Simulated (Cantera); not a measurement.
Charge: 1 mol SiH₄, 0.13 mol C₂H₄, 18 mol H₂, 0.011 mol CH₄, held at 2100 °C and 10.0 mbar.

These are equilibrium values from Cantera (NASA tables, ideal gas, pure condensed phases), not measurements of a reactor. Candidate condensed phases: C, C₆H₆, C₇H₈, C₈H₁₈, Si, SiC; 87 gas species. Gases not in the tables: Si₂H₆ and higher silanes. Kinetics and transport are ignored.

Base state: H₂ 0.829, H 0.127, Si 0.0349, Si₂C 0.00260, SiC₂ 0.00254, C₂H₂ (acetylene) 0.00211, SiH 0.00103, Si₂ 0.000153 (mole fractions); condensed: gas only.

What changes in the equilibrium state with this change: SiH₄ replaced by SiCl₄?


```tsv
species	before	after
H₂	0.829	0.680
HCl	0	0.142
H	0.127	0.115
Cl	0	0.0172
Si	0.0349	0.0267
SiCl₂	0	0.00748
SiCl	0	0.00300
```
The tables' values for SiCl are old estimates; treat these amounts as uncertain.
